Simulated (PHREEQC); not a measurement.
Solution (25 °C): 6.4 mmol/kgw NaH2PO4, 1.1 mmol/kgw HNO3 and 2.5 mmol/kgw H3AsO4. Closed to the air; pH follows from the charge balance.

Equilibrium calculation in PHREEQC: ion-association model, wateq4f.dat.

Each row changes one thing in this solution. This is a speciation only: nothing precipitates in the calculation.

| case | pH | ionic strength (mol/kgw) | H2PO4- (mol/kgw) | H2AsO4- (mol/kgw) | H3PO4 (mol/kgw) | H3AsO4 (mol/kgw) |
|---|---|---|---|---|---|---|
| as made | 2.77 | 0.00823 | 0.00522 | 0.00192 | 0.00118 | 0.000585 |
| 9.5e-05 mol/kgw KOH added | ? | ? | 0.00525 | 0.00193 | 0.00115 | ? |
| diluted 10-fold with water | 3.51 | 0.000959 | 0.000613 | 0.000236 | 2.69e-5 | 1.40e-5 |
| HNO3 left out | 2.95 | 0.00763 | 0.00555 | 0.00207 | 0.000846 | 0.000427 |
| NaH2PO4 from 0.0064 to 0.064 mol/kgw | 3.38 | 0.0645 | 0.0610 | 0.00235 | ? | ? |

### Question
Complete the blanks.

### Answer

- 9.5e-05 mol/kgw KOH added, pH: 2.79
- 9.5e-05 mol/kgw KOH added, ionic strength (mol/kgw): 0.00828
- 9.5e-05 mol/kgw KOH added, H3AsO4 (mol/kgw): 0.000572
- NaH2PO4 from 0.0064 to 0.064 mol/kgw, H3PO4 (mol/kgw): 0.00298
- NaH2PO4 from 0.0064 to 0.064 mol/kgw, H3AsO4 (mol/kgw): 0.000154

H3PO4, which wateq4f.dat lacks, is added to it with the constant of phreeqc.dat.
